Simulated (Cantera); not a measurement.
Input: 1 mol SiF4, 13 mol NH3, held at 500 °C and 338 Torr.

Method: chemical equilibrium by Gibbs-energy minimisation in Cantera with the NASA 1993 tables (ideal gas, pure condensed phases). Candidate condensed phases: Si, Si3N4; 37 gas species. Equilibrium is a limit: real reactors are often held back by kinetics, nucleation or transport.

Base state: H2 0.722, N2 0.241, SiF4 0.0370, NH3 0.000535, HF 3.88e-5, SiHF3 1.19e-5 (mole fractions); condensed: Si3N4(s).

Problem. What changes in the equilibrium state with this change: SiF4 replaced by SiHCl3?

Solution. 
| species | before | after |
|---|---|---|
| H2 | 0.722 | 0.678 |
| N2 | 0.241 | 0.214 |
| HCl | 0 | 0.107 |
| SiF4 | 0.0370 | 0 |
| SiCl4 | 0 | 0.000631 |
| HF | 3.88e-5 | 0 |
| SiHF3 | 1.19e-5 | 0 |
| NH3 | 0.000535 | 0.000459 |
| Si3N4(s), mol | 6.05e-5 | 0.328 |
Further candidate phases: NH4Cl.
